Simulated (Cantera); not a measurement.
## Carbothermic reduction: Fe₂O₃ + C + H₂

Charge: 1 mol Fe₂O₃, 4 mol C, 0.11 mol H₂, held at 0.0100 bar.

These are equilibrium values from Cantera (NASA tables, ideal gas, pure condensed phases), not measurements of a reactor. Candidate condensed phases: C, C₆H₆, C₇H₈, C₈H₁₈, Fe, Fe(CO)₅, FeO, Fe(OH)₂, Fe(OH)₃, Fe₂O₃, Fe₃O₄, H₂O; 114 gas species. Iron dissolves carbon and melts from about 1420 K in contact with it, which pure phases cannot show. Condensed phases not in the tables: cementite and carbon dissolved in iron. Kinetics and transport are ignored.

```csv
T (K),x CO,x H₂,x Fe,x H,x C₂H₂ (acetylene),n C(graphite),n Fe(γ),n Fe(δ),n Fe(l)
1625,0.964,0.0353,0.000173,0.000133,1.26e-6,1.00,2.00,0,0
1675,0.964,0.0352,0.000415,0.000218,2.05e-6,1.000,0,2.00,0
1725,0.964,0.0352,0.000942,0.000348,3.24e-6,1.000,0,2.00,0
1775,0.962,0.0350,0.00204,0.000542,4.99e-6,1.000,0,1.99,0
1825,0.960,0.0348,0.00418,0.000821,7.47e-6,1.000,0,0,1.99
1875,0.956,0.0344,0.00811,0.00122,1.09e-5,1.000,0,0,1.97
1925,0.949,0.0339,0.0152,0.00176,1.55e-5,1.000,0,0,1.95
1975,0.937,0.0331,0.0274,0.00249,2.15e-5,1.000,0,0,1.91
```
x: gas mole fraction; n: condensed amount in mol.

At 1625 K the condensed part is C(graphite) + Fe(γ). From 1675 K to 1775 K the condensed part is C(graphite) + Fe(δ). From 1825 K to 1975 K the condensed part is C(graphite) + Fe(l). The main Fe-bearing gas is Fe throughout. The share of Fe in condensed phases is highest at 1625 K (100.0 %) and lowest at 1975 K (95.6 %).
